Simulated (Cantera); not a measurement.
Feed: 1 mol CuO, 2.8 mol CH4, 3.3 mol H2, 1.3 mol CO, at 33.0 Pa.

Method: chemical equilibrium by Gibbs-energy minimisation in Cantera with the NASA 1993 tables (ideal gas, pure condensed phases). Candidate condensed phases: C, C6H6, C7H8, C8H18, Cu, CuO, Cu(OH)2, Cu2O, H2O; 113 gas species. Rates play no part.

x: gas mole fraction; n: condensed amount in mol.

```
T (°C)   x H2         x H   x CO        x Cu  n C(graphite)  n Cu(s)  n Cu(l)
------  -----  ----------  -----  ----------  -------------  -------  -------
552     0.795    3.89e-10  0.204    9.38e-12           1.81     1.00        0
752     0.795  (withheld)  0.205  (withheld)           1.80    1.000        0
952     0.795  (withheld)  0.205  (withheld)           1.80    0.999        0
1152    0.789    0.000334  0.204     0.00658           1.80        0    0.926
1352    0.727     0.00331  0.188      0.0818           1.80        0        0
1552    0.712      0.0205  0.187      0.0811           1.80        0        0
1752    0.655      0.0857  0.180      0.0785           1.78        0        0
1952    0.508       0.254  0.165      0.0715           1.76        0        0
```

Question: What belongs in the gaps?

Answer: 
- 952, x H: 1.53e-5
- 952, x Cu: 7.33e-5
- 752, x H: 2.14e-7
- 752, x Cu: 1.26e-7
